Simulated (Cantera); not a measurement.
S + H₂ (abatement and gas-phase synthesis)

Input: 1 mol S, 7.5 mol H₂, held at 2.48 Torr.

Cantera equilibrium calculation (NASA polynomials, part measured and part estimated; ideal gas, pure solids and liquids). Candidate condensed phases: S; 7 gas species. Equilibrium is a limit: real reactors are often held back by kinetics, nucleation or transport.

From 2198 K to 3098 K nothing is condensed.

```csv
T (K),x H,x H₂,x S,x S₂,x SH,x H₂S
2198,0.0881,0.827,0.0324,0.0324,0.0174,0.00309
2298,0.146,0.765,0.0466,0.0237,0.0171,0.00197
2398,0.226,0.682,0.0603,0.0153,0.0152,0.00116
2498,0.330,0.579,0.0701,0.00858,0.0122,0.000615
2598,0.450,0.462,0.0745,0.00431,0.00883,0.000294
2698,0.575,0.343,0.0743,0.00203,0.00592,0.000128
2798,0.687,0.236,0.0719,0.000945,0.00376,5.22e-5
2898,0.776,0.152,0.0689,0.000455,0.00234,2.05e-5
2998,0.838,0.0940,0.0666,0.000231,0.00145,7.94e-6
3098,0.877,0.0568,0.0650,0.000125,0.000908,3.14e-6
```
x: gas mole fraction; nothing condenses.
